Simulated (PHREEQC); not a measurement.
0.78 g of hydrous ferric oxide (600 m²/g; 0.2 weak and 0.005 strong sites per Fe, Dzombak-Morel constants, diffuse double layer) in 1 kg of water with 0.01 mol/kgw of an inert sodium salt and 8.1e-05 mol/kgw MnCl2, at 25 °C; the pH is set by adding NaOH or the inert anion's acid. No oxygen is let in. No CO2 enters from the air. No solid was allowed to form.

Base run: PHREEQC, ion-association model, wateq4f.dat. Each further column changes one thing. The table gives surface charge σ (C/m²).

```json
[
 {"pH": "3", "base": "0.327", "background salt from 0.01 to 0.001 mol/kgw": "0.270", "oxide from 0.78 to 3.9 g/kgw": "0.334", "0.0082 mol/kgw BaCl2 added": "0.353"},
 {"pH": "3.75", "base": "0.249", "background salt from 0.01 to 0.001 mol/kgw": "___", "oxide from 0.78 to 3.9 g/kgw": "0.260", "0.0082 mol/kgw BaCl2 added": "0.304"},
 {"pH": "4.5", "base": "0.163", "background salt from 0.01 to 0.001 mol/kgw": "0.088", "oxide from 0.78 to 3.9 g/kgw": "0.169", "0.0082 mol/kgw BaCl2 added": "___"},
 {"pH": "5.25", "base": "0.095", "background salt from 0.01 to 0.001 mol/kgw": "0.045", "oxide from 0.78 to 3.9 g/kgw": "0.098", "0.0082 mol/kgw BaCl2 added": "0.139"},
 {"pH": "6", "base": "0.050", "background salt from 0.01 to 0.001 mol/kgw": "___", "oxide from 0.78 to 3.9 g/kgw": "0.051", "0.0082 mol/kgw BaCl2 added": "0.080"},
 {"pH": "6.75", "base": "0.024", "background salt from 0.01 to 0.001 mol/kgw": "0.009", "oxide from 0.78 to 3.9 g/kgw": "0.024", "0.0082 mol/kgw BaCl2 added": "0.042"},
 {"pH": "7.5", "base": "0.009", "background salt from 0.01 to 0.001 mol/kgw": "___", "oxide from 0.78 to 3.9 g/kgw": "0.009", "0.0082 mol/kgw BaCl2 added": "___"},
 {"pH": "8.25", "base": "-0.001", "background salt from 0.01 to 0.001 mol/kgw": "0.000", "oxide from 0.78 to 3.9 g/kgw": "-0.002", "0.0082 mol/kgw BaCl2 added": "___"},
 {"pH": "9", "base": "-0.011", "background salt from 0.01 to 0.001 mol/kgw": "-0.004", "oxide from 0.78 to 3.9 g/kgw": "-0.013", "0.0082 mol/kgw BaCl2 added": "-0.006"}
]
```

### Question
Complete the blanks.

### Answer

- 3.75, background salt from 0.01 to 0.001 mol/kgw: 0.161
- 4.5, 0.0082 mol/kgw BaCl2 added: 0.221
- 6, background salt from 0.01 to 0.001 mol/kgw: 0.021
- 7.5, background salt from 0.01 to 0.001 mol/kgw: 0.003
- 7.5, 0.0082 mol/kgw BaCl2 added: 0.018
- 8.25, 0.0082 mol/kgw BaCl2 added: 0.002

The oxide is taken as insoluble; below pH 4 it would dissolve.
